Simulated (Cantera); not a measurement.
Input (Python, Cantera) and output of one run.

```python
import numpy as np
import cantera as ct

gas_names = [...]  # 109 gases of nasa_gas.yaml made of C, Cl, H, Si
cond_names = """
    C(gr) C6H6(L) C7H8(L) C8H18(L),n-octa Si(cr) Si(L) SiC(b)
""".split()


# ... load() reads the species with a 1 bar reference pressure and builds the phases ...
atoms = {
    'CH3SiCl3': {'C': 1, 'H': 3, 'Si': 1, 'CL': 3},
    'HCl': {'H': 1, 'CL': 1},
    'H2': {'H': 2},
    'CH4': {'C': 1, 'H': 4},
}
top_T = {'C(gr)': 4500, 'SiC(b)': 3050}  # K; cautious upper limits of use, not melting points


# ... equilibrate(T, P, feed) seeds the gas with the atoms and calls Mixture.equilibrate('TP', solver="vcs", rtol=1e-11, max_steps=5000) ...
results = []
feed = {'CH3SiCl3': 1, 'HCl': 2.6, 'H2': 60, 'CH4': 0.62}  # mol
P = 32000  # Pa
for T in [1050, 1125, 1200, 1275, 1350, 1425, 1500, 1575, 1650, 1725, 1800, 1875, 1950]:
    mix = equilibrate(T, P, feed)
    results.append((T, P, feed, dict(zip(mix.species_names, mix.species_moles))))
    x = sorted(zip(gas.X, gas.species_names), reverse=True)
    print(f"T = {T:g} K  P = {P:g} Pa  gas = {mix.phase_moles(0):.4g} mol")
    print("   x: " + "  ".join(f"{s} {v:.3e}" for v, s in x if v > 1e-06))
    print("   condensed (mol): " + ("  ".join(f"{mix.phase(i).name} {mix.phase_moles(i):.4g}"
          for i in range(1, mix.n_phases) if mix.phase_moles(i) > 1e-12) or "none"))
```

Result:

```
T = 1050 K  P = 32000 Pa  gas = 65.57 mol
   x: H2 9.144e-01  HCL 6.621e-02  CH4 1.443e-02  SiCL4 4.302e-03  SiHCL3 6.168e-04  SiCL3 3.658e-05  SiH2CL2 1.008e-05  SiCL2 5.635e-06
   condensed (mol): SiC(b) 0.674
T = 1125 K  P = 32000 Pa  gas = 66.21 mol
   x: H2 9.131e-01  HCL 7.729e-02  CH4 7.697e-03  SiCL4 1.543e-03  SiHCL3 3.167e-04  SiCL3 4.241e-05  SiCL2 1.434e-05  SiH2CL2 7.974e-06
   condensed (mol): C(gr) 0.2378  SiC(b) 0.8726
T = 1200 K  P = 32000 Pa  gas = 66.52 mol
   x: H2 9.134e-01  HCL 8.164e-02  CH4 4.218e-03  SiCL4 4.812e-04  SiHCL3 1.465e-04  SiCL3 3.991e-05  SiCL2 2.903e-05  SiH2CL2 5.837e-06
   condensed (mol): C(gr) 0.3861  SiC(b) 0.9533
T = 1275 K  P = 32000 Pa  gas = 66.66 mol
   x: H2 9.142e-01  HCL 8.299e-02  CH4 2.479e-03  SiCL4 1.521e-04  SiHCL3 6.762e-05  SiCL2 5.062e-05  SiCL3 3.440e-05  SiH2CL2 4.168e-06  H 1.246e-06
   condensed (mol): C(gr) 0.4752  SiC(b) 0.9794
T = 1350 K  P = 32000 Pa  gas = 66.73 mol
   x: H2 9.149e-01  HCL 8.335e-02  CH4 1.544e-03  SiCL2 8.117e-05  SiCL4 5.264e-05  SiHCL3 3.309e-05  SiCL3 2.927e-05  H 4.030e-06  SiH2CL2 3.033e-06  C2H2,acetylene 1.133e-06
   condensed (mol): C(gr) 0.53  SiC(b) 0.9867
T = 1425 K  P = 32000 Pa  gas = 66.77 mol
   x: H2 9.154e-01  HCL 8.341e-02  CH4 1.010e-03  SiCL2 1.228e-04  SiCL3 2.511e-05  SiCL4 2.018e-05  SiHCL3 1.733e-05  H 1.154e-05  C2H2,acetylene 3.227e-06  SiH2CL2 2.272e-06
   condensed (mol): C(gr) 0.5646  SiC(b) 0.9875
T = 1500 K  P = 32000 Pa  gas = 66.79 mol
   x: H2 9.157e-01  HCL 8.335e-02  CH4 6.895e-04  SiCL2 1.776e-04  H 2.978e-05  SiCL3 2.179e-05  SiHCL3 9.665e-06  SiCL4 8.494e-06  C2H2,acetylene 8.264e-06  CL 2.185e-06  SiH2CL2 1.749e-06
   condensed (mol): C(gr) 0.5874  SiC(b) 0.9853
T = 1575 K  P = 32000 Pa  gas = 66.81 mol
   x: H2 9.159e-01  HCL 8.323e-02  CH4 4.882e-04  SiCL2 2.470e-04  H 7.031e-05  C2H2,acetylene 1.932e-05  SiCL3 1.913e-05  SiHCL3 5.694e-06  CL 5.076e-06  SiCL4 3.878e-06  SiH2CL2 1.380e-06
   condensed (mol): C(gr) 0.6032  SiC(b) 0.9815
T = 1650 K  P = 32000 Pa  gas = 66.82 mol
   x: H2 9.160e-01  HCL 8.306e-02  CH4 3.568e-04  SiCL2 3.325e-04  H 1.537e-04  C2H2,acetylene 4.178e-05  SiCL3 1.697e-05  CL 1.093e-05  SiHCL3 3.518e-06  SiCL4 1.900e-06  CH3 1.219e-06  SiH2CL2 1.113e-06
   condensed (mol): C(gr) 0.6142  SiC(b) 0.9762
T = 1725 K  P = 32000 Pa  gas = 66.83 mol
   x: H2 9.160e-01  HCL 8.284e-02  SiCL2 4.349e-04  H 3.142e-04  CH4 2.682e-04  C2H2,acetylene 8.440e-05  CL 2.201e-05  SiCL3 1.517e-05  SiHCL3 2.265e-06  CH3 1.869e-06
   condensed (mol): C(gr) 0.6209  SiC(b) 0.9696
T = 1800 K  P = 32000 Pa  gas = 66.85 mol
   x: H2 9.158e-01  HCL 8.257e-02  H 6.057e-04  SiCL2 5.545e-04  CH4 2.065e-04  C2H2,acetylene 1.606e-04  CL 4.180e-05  SiCL3 1.366e-05  CH3 2.763e-06  SiHCL3 1.511e-06  C2H4 1.101e-06  SiCL 1.010e-06
   condensed (mol): C(gr) 0.6227  SiC(b) 0.9617
T = 1875 K  P = 32000 Pa  gas = 66.87 mol
   x: H2 9.154e-01  HCL 8.224e-02  H 1.109e-03  SiCL2 6.913e-04  C2H2,acetylene 2.900e-04  CH4 1.625e-04  CL 7.543e-05  SiCL3 1.237e-05  CH3 3.954e-06  SiCL 2.602e-06  SiH2 1.523e-06  C2H4 1.207e-06  SiHCL3 1.039e-06
   condensed (mol): C(gr) 0.6175  SiC(b) 0.9524
T = 1950 K  P = 32000 Pa  gas = 66.9 mol
   x: H2 9.146e-01  HCL 8.184e-02  H 1.938e-03  SiCL2 8.445e-04  C2H2,acetylene 4.999e-04  CH4 1.302e-04  CL 1.300e-04  SiCL3 1.126e-05  SiCL 6.218e-06  CH3 5.498e-06  Si 3.375e-06  SiH2 3.290e-06  SiH 1.397e-06  C2H4 1.313e-06
   condensed (mol): C(gr) 0.6021  SiC(b) 0.9417
```

Equilibrium computed with Cantera from the NASA thermochemical tables; the gas is ideal and each condensed phase is pure. The feed counts by its element totals alone. The tables' values for SiCl3 are old estimates; treat these amounts as uncertain.
